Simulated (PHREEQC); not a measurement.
Dissolve 3.7 mmol/kgw Cu(BF4)2, 0.066 mmol/kgw CaSO4 and 48 mmol/kgw NaCl at 25 °C. Closed to the air; pH follows from the charge balance.

Computed with PHREEQC (ion-association model, wateq4f.dat).

This is a speciation only: nothing precipitates in the calculation.

### Question
Estimate the pH, ionic strength.

### Answer
pH 2.94; ionic strength 0.0601 mol/kgw.

### Question
In which forms is S present?

### Answer
SO4-2 77 %, CuSO4 11 %, NaSO4- 8.0 %, HSO4- 4.6 % of the S.

Saturation is exceeded, for instance for Fluorite; the values hold only as long as no solid forms. Real BF4- forms and hydrolyses slowly; the run takes it at equilibrium.
